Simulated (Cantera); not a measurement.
A closed system holds: 1 mol Si3N4, 0.53 mol H2O, 70 mol N2, held at 775 °C and 1.00 bar.

Equilibrium computed with Cantera from the NASA thermochemical tables; the gas is ideal and each condensed phase is pure. Candidate condensed phases: H2O, Si, SiO2, Si2N2O, Si3N4; 35 gas species. Mutual solubility and eutectic melting of coexisting phases are not modelled. Kinetics and transport are ignored.

Base state: N2 0.993, H2 0.00750 (mole fractions); condensed: Si2N2O(s) + Si3N4(s).

Question: What changes in the equilibrium state with this change: temperature from 775 °C to 1700 °C?

Answer: 
```csv
species,before,after
N2,0.993,0.991
H2,0.00750,0.00742
SiO,<1e-9,0.00192
H,<1e-9,0.000116
"Si2N2O(s), mol",0.530,0.394
"Si3N4(s), mol",0.647,0.692
```

Question: What changes in the equilibrium state with this change: temperature from 775 °C to 1852 °C?

Answer: 
```csv
species,before,after
N2,0.993,0.985
SiO,<1e-9,0.00742
H2,0.00750,0.00726
H,<1e-9,0.000309
Si,<1e-9,0.000147
SiN,<1e-9,2.87e-5
Si2N,<1e-9,2.85e-5
"Si2N2O(s), mol",0.530,0
"Si3N4(s), mol",0.647,0.818
```
The tables' values for SiN are old estimates; treat these amounts as uncertain.
